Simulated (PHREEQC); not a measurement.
# Hard or scaling water

Dissolve 0.0048 mol CaCl2 and 3.1e-05 mol NaF per kg of water at 25 °C. Closed to the air; pH follows from the charge balance.

Computed with PHREEQC (ion-association model, phreeqc.dat).

| Property | Result |
|---|---|
| pH | 6.99 |
| ionic strength | 0.0144 mol/kgw |
| specific conductance | 1160 µS/cm |

| species | molality | activity | log γ |
|---|---|---|---|
| Cl- | 0.00960 | 0.00849 | -0.053 |
| Ca+2 | 0.00480 | 0.00301 | -0.202 |
| F- | 3.10e-5 | 2.74e-5 | -0.054 |
| Na+ | 3.10e-5 | 2.75e-5 | -0.052 |
| H+ | 1.13e-7 | 1.02e-7 | -0.045 |
| OH- | 1.12e-7 | 9.90e-8 | -0.054 |

No solid was allowed to form. Complexes and solids missing from the database can't appear.
